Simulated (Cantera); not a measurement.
An isothermal, constant-pressure homogeneous reactor starts with 3.84 % CH4, 95.9 % H2, 0.240 % CO2, at 1950 K and 57.8 Torr.

Cantera simulation using GRI-Mech 3.0 (53 species, 325 reactions); the numbers are that mechanism's predictions, not measurements. GRI-Mech 3.0 stops at C3 and has no aromatics, soot or wall deposition, so with more carbon than oxygen in the feed, carbon stays in small species such as C2H2 where larger ones or solid carbon would form.

x: mole fraction; the columns are a selection and need not sum to one.

```json
[
 {"t (s)": "0.000100", "x CH4": "0.0382", "x H2": "0.959", "x CO2": "0.00240", "x HCO": "2.59e-12", "x CO": "?", "x CH2O": "7.10e-10"},
 {"t (s)": "0.000398", "x CH4": "0.0378", "x H2": "0.959", "x CO2": "0.00237", "x HCO": "2.50e-10", "x CO": "?", "x CH2O": "1.78e-8"},
 {"t (s)": "0.00158", "x CH4": "0.0354", "x H2": "0.957", "x CO2": "0.00197", "x HCO": "2.93e-9", "x CO": "?", "x CH2O": "6.37e-8"},
 {"t (s)": "0.00631", "x CH4": "0.0242", "x H2": "0.961", "x CO2": "0.000471", "x HCO": "2.82e-9", "x CO": "?", "x CH2O": "4.14e-8"},
 {"t (s)": "0.0251", "x CH4": "0.00952", "x H2": "0.968", "x CO2": "1.98e-6", "x HCO": "1.30e-9", "x CO": "0.00241", "x CH2O": "1.50e-8"},
 {"t (s)": "0.100", "x CH4": "0.00248", "x H2": "0.972", "x CO2": "1.23e-6", "x HCO": "6.11e-10", "x CO": "?", "x CH2O": "3.99e-9"},
 {"t (s)": "0.398", "x CH4": "0.000781", "x H2": "0.973", "x CO2": "1.03e-6", "x HCO": "4.75e-10", "x CO": "?", "x CH2O": "9.67e-10"},
 {"t (s)": "1.58", "x CH4": "0.000380", "x H2": "0.974", "x CO2": "3.07e-7", "x HCO": "5.50e-10", "x CO": "0.00430", "x CH2O": "2.27e-10"},
 {"t (s)": "6.31", "x CH4": "0.000202", "x H2": "0.974", "x CO2": "1.02e-9", "x HCO": "5.82e-10", "x CO": "0.00460", "x CH2O": "1.41e-10"},
 {"t (s)": "25.1", "x CH4": "0.000200", "x H2": "0.974", "x CO2": "9.26e-12", "x HCO": "5.82e-10", "x CO": "0.00460", "x CH2O": "1.41e-10"},
 {"t (s)": "100", "x CH4": "0.000200", "x H2": "0.974", "x CO2": "9.26e-12", "x HCO": "5.82e-10", "x CO": "0.00460", "x CH2O": "1.41e-10"}
]
```

Task: What belongs in the gaps?

Result: 
- 0.000100, x CO: 1.97e-6
- 0.000398, x CO: 3.11e-5
- 0.00158, x CO: 0.000421
- 0.00631, x CO: 0.00192
- 0.100, x CO: 0.00261
- 0.398, x CO: 0.00325
